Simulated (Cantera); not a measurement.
An isothermal, constant-pressure homogeneous reactor starts with H2 : O2 : N2 = 1.6 : 1 : 3.5 (molar parts), equivalence ratio 0.80, at 775 K and 0.987 atm. Integrator tolerance rtol = 1e-08.

Computed with Cantera and GRI-Mech 3.0 (53 species, 325 reactions). Below about 950 K walls govern HO2 and H2O2 in real vessels. The temperature is held fixed by assumption; the heat of reaction is taken as removed at once.

### Question
What does this change do: temperature 775 to 975 K?

### Answer
```
quantity                                             before                                     after
-----------------  ----------------------------------------  ----------------------------------------
x(H2) at 1.00 s        0.262 (gas-phase equilibrium <1e-12)  0.00640 (gas-phase equilibrium 6.37e-11)
x(O2) at 1.00 s        0.164 (gas-phase equilibrium 0.0377)     0.0408 (gas-phase equilibrium 0.0377)
x(H2O) at 1.00 s      2.07e-8 (gas-phase equilibrium 0.302)       0.294 (gas-phase equilibrium 0.302)
x(OH) at 1.00 s     <1e-12 (gas-phase equilibrium 4.51e-10)   2.05e-7 (gas-phase equilibrium 7.90e-8)
x(H2O2) at 1.00 s  9.18e-8 (gas-phase equilibrium 4.07e-12)  4.00e-5 (gas-phase equilibrium 1.19e-10)
```
